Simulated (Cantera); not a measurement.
A Cantera script and what it prints.

```python
import numpy as np
import cantera as ct

gas_names = """
    CL CL2 Si SiCL SiCL2 SiCL3 SiCL4 Si2 Si3
""".split()
cond_names = """
    Si(cr) Si(L)
""".split()


# ... load() reads the species with a 1 bar reference pressure and builds the phases ...
atoms = {
    'Si': {'Si': 1},
    'Cl2': {'CL': 2},
}
top_T = {}  # K; cautious upper limits of use, not melting points


# ... equilibrate(T, P, feed) seeds the gas with the atoms and calls Mixture.equilibrate('TP', solver="vcs", rtol=1e-11, max_steps=5000) ...
results = []
feed = {'Si': 1, 'Cl2': 4.5}  # mol
T = 1423  # K
for P in [1, 4.2, 18, 75, 320, 1300, 5600, 24000, 100000]:
    mix = equilibrate(T, P, feed)
    results.append((T, P, feed, dict(zip(mix.species_names, mix.species_moles))))

top = {s: max(r[3][s] / sum(r[3][g] for g in gas_names) for r in results) for s in gas_names}
cols = sorted((s for s in top if top[s] > 1e-05), key=lambda s: -top[s])[:7]
seen = [c for c in cond_names if any(r[3].get(c, 0) > 1e-12 for r in results)]
print("log10 of partial pressures in bar; condensed amounts in mol")
print(f"{'P/Pa':>10s}" + "".join(f"{s[:9]:>10s}" for s in cols + seen))
for T, P, feed, n in results:
    ng = sum(n[g] for g in gas_names)
    print(f"{P:10.4g}" + "".join(f"{np.log10(max(n[s] / ng * P / 1e5, 1e-99)):10.3f}" for s in cols)
          + "".join(f"{n.get(c, 0):10.4g}" for c in seen))
```

It prints:

```
log10 of partial pressures in bar; condensed amounts in mol
      P/Pa        CL       CL2     SiCL4     SiCL3     SiCL2
         1    -5.082    -7.223    -5.799    -7.202    -8.008
       4.2    -4.470    -6.000    -5.150    -7.165    -8.582
        18    -3.879    -4.816    -4.489    -7.095    -9.105
        75    -3.363    -3.785    -3.818    -6.940    -9.465
       320    -2.921    -2.901    -3.129    -6.694    -9.661
      1300    -2.552    -2.162    -2.480    -6.413    -9.750
      5600    -2.201    -1.461    -1.821    -6.105    -9.792
   2.4e+04    -1.869    -0.796    -1.176    -5.793    -9.812
     1e+05    -1.551    -0.161    -0.550    -5.485    -9.821
```

These are equilibrium values from Cantera (NASA tables, ideal gas, pure condensed phases), not measurements of a reactor. The tables' values for SiCl3 are old estimates; treat these amounts as uncertain.
